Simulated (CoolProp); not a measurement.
The fluid at 298.15 K and 0.435 MPa is compressed adiabatically to 2.99 MPa with isentropic efficiency 0.7. The same conditions are run with several fluids, on thermodynamics alone (safety and materials aside).

Values from CoolProp's reference Helmholtz-energy equation of state of each fluid (carbonyl sulfide: Lemmon 2006; nitrogen: Span 2000; normal hydrogen: Leachman 2009; nitrous oxide: Lemmon 2006).

### Question
Rank carbonyl sulfide, nitrogen, normal hydrogen, nitrous oxide by work (kJ/kg), highest first.

### Answer
normal hydrogen (4550), nitrogen (327), nitrous oxide (185), carbonyl sulfide (128)

```tsv
fluid	final temperature (K)	final phase	final density (kg/m³)
carbonyl sulfide	482.6	gas	48.4
nitrogen	607.4	gas	16.4
normal hydrogen	610.6	supercritical	1.18
nitrous oxide	497.0	gas	32.7
```
